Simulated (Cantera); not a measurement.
Input (Python, Cantera) and output of one run.

```python
import numpy as np
import cantera as ct

gas_names = """
    H HO2 H2 H2O H2O2 Li LiH LiO LiOH Li2 Li2O Li2O2 Li2O2H2 O OH O2 O3
""".split()
cond_names = """
    H2O(s) H2O(L) Li(cr) Li(L) LiH(s) LiH(L) LiOH(s) LiOH(L) Li2O(s) Li2O(L)
""".split()


def load(file, names, dense=False):
    # The tables refer to 1 bar. Condensed volumes are neglected.
    table = {s.name: s for s in ct.Species.list_from_file(file)}
    out = []
    for n in names:
        d = dict(table[n].input_data)
        d["thermo"] = dict(d["thermo"], **{"reference-pressure": 1e5})
        if dense:
            d["equation-of-state"] = {"model": "constant-volume", "density": "1e6 g/cm^3"}
        out.append(ct.Species.from_dict(d))
    return out


gas = ct.Solution(thermo="ideal-gas", species=load("nasa_gas.yaml", gas_names))
cond = {s.name: ct.Solution(thermo="fixed-stoichiometry", species=[s], name=s.name)
        for s in load("nasa_condensed.yaml", cond_names, dense=True)}
atoms = {
    'LiOH': {'Li': 1, 'O': 1, 'H': 1},
    'H2': {'H': 2},
    'O2': {'O': 2},
    'H2O': {'H': 2, 'O': 1},
}
top_T = {}  # K; cautious upper limits of use, not melting points


def equilibrate(T, P, feed):
    n = {}
    for name, mol in feed.items():
        for a, k in atoms[name].items():
            n[a] = n.get(a, 0.0) + k * mol
    gas.TPX = T, P, n
    mass = sum(n.values()) * gas.mean_molecular_weight
    gas.equilibrate("TP")
    valid = [c for c in cond.values() if c.min_temp <= T <= top_T.get(c.name, c.max_temp)]
    mix = ct.Mixture([(gas, mass / gas.mean_molecular_weight)] + [(c, 0.0) for c in valid])
    mix.T, mix.P = T, P
    mix.equilibrate("TP", solver="vcs", rtol=1e-11, max_steps=5000)
    return mix


results = []
feed = {'LiOH': 1, 'H2': 0.14, 'O2': 12, 'H2O': 0.54}  # mol
P = 46000  # Pa
for T in [900, 1000, 1100, 1200, 1300, 1400, 1500, 1600, 1700, 1800, 1900, 2000, 2100]:
    mix = equilibrate(T, P, feed)
    results.append((T, P, feed, dict(zip(mix.species_names, mix.species_moles))))

top = {s: max(r[3][s] / sum(r[3][g] for g in gas_names) for r in results) for s in gas_names}
cols = sorted((s for s in top if top[s] > 0.001), key=lambda s: -top[s])[:9]
seen = [c for c in cond_names if any(r[3].get(c, 0) > 1e-12 for r in results)]
print("log10 of partial pressures in bar; condensed amounts in mol")
print(f"{'T/K':>10s}" + "".join(f"{s[:9]:>10s}" for s in cols + seen))
for T, P, feed, n in results:
    ng = sum(n[g] for g in gas_names)
    print(f"{T:10.4g}" + "".join(f"{np.log10(max(n[s] / ng * P / 1e5, 1e-99)):10.3f}" for s in cols)
          + "".join(f"{n.get(c, 0):10.4g}" for c in seen))
```

It prints:

```
log10 of partial pressures in bar; condensed amounts in mol
       T/K        O2       H2O      LiOH        OH         O   Li2O(s)
       900    -0.378    -1.383    -6.423    -7.999   -11.458       0.5
      1000    -0.378    -1.383    -5.357    -7.056    -9.993    0.4999
      1100    -0.378    -1.383    -4.480    -6.284    -8.792    0.4995
      1200    -0.378    -1.384    -3.763    -5.641    -7.790    0.4974
      1300    -0.379    -1.387    -3.161    -5.098    -6.942    0.4898
      1400    -0.379    -1.396    -2.652    -4.635    -6.214    0.4674
      1500    -0.381    -1.420    -2.222    -4.242    -5.583    0.4126
      1600    -0.385    -1.471    -1.865    -3.914    -5.031    0.2999
      1700    -0.391    -1.571    -1.580    -3.653    -4.545     0.108
      1800    -0.395    -1.637    -1.479    -3.409    -4.112         0
      1900    -0.395    -1.639    -1.480    -3.162    -3.723         0
      2000    -0.396    -1.642    -1.483    -2.940    -3.372         0
      2100    -0.396    -1.647    -1.487    -2.740    -3.055         0
```

Equilibrium computed with Cantera from the NASA thermochemical tables; the gas is ideal and each condensed phase is pure. Condensed phases not in the tables: the peroxide.
